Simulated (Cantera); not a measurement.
A perfectly stirred reactor is fed with 19.4 % CH4, 14.7 % H2O, 65.9 % H2, at 0.306 atm; it is held at 1575 K, and followed from long to short residence time.

Computed with Cantera and GRI-Mech 3.0 (53 species, 325 reactions). GRI-Mech 3.0 stops at C3 and has no aromatics, soot or wall deposition, so with more carbon than oxygen in the feed, carbon stays in small species such as C2H2 where larger ones or solid carbon would form.

**Question.** Predict: x(CH4) at τ = 24.0 s; x(H2O) at τ = 24.0 s; x(H2) at τ = 24.0 s; x(CH2) at τ = 24.0 s; x(HCO) at τ = 24.0 s; x(CH4) at τ = 0.180 s; x(H2O) at τ = 0.180 s; x(H2) at τ = 0.180 s; x(CH2) at τ = 0.180 s.

**Answer.** 
```
Quantity                Result
---------------------  -------
x(CH4) at τ = 24.0 s    0.0295
x(H2O) at τ = 24.0 s    0.0687
x(H2) at τ = 24.0 s      0.811
x(CH2) at τ = 24.0 s   4.73e-9
x(HCO) at τ = 24.0 s   1.24e-9
x(CH4) at τ = 0.180 s    0.149
x(H2O) at τ = 0.180 s    0.141
x(H2) at τ = 0.180 s     0.690
x(CH2) at τ = 0.180 s  1.35e-8
```
